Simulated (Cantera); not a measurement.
Input: 1 mol AlN, 0.73 mol Cl₂, a varied amount of H₂, held at 1123.15 K and 3.90 Pa.

Cantera equilibrium calculation (NASA polynomials, part measured and part estimated; ideal gas, pure solids and liquids). Candidate condensed phases: Al, AlCl₃, AlN, NH₄Cl; 20 gas species. Equilibrium is a limit: real reactors are often held back by kinetics, nucleation or transport.

### Question
What share of the Al ends up in condensed phases as a function of n(H₂) (mol), at 2.9, 8.9, 15, 21, 27, 33, 39, 45, 51, 57?

### Answer
```
n(H₂) (mol)  Al condensed (%)      as
-----------  ----------------  ------
2.9                      63.6  AlN(s)
8.9                      70.6  AlN(s)
15                       74.4  AlN(s)
21                       76.9  AlN(s)
27                       78.7  AlN(s)
33                       80.1  AlN(s)
39                       81.2  AlN(s)
45                       82.0  AlN(s)
51                       82.8  AlN(s)
57                       83.4  AlN(s)
```
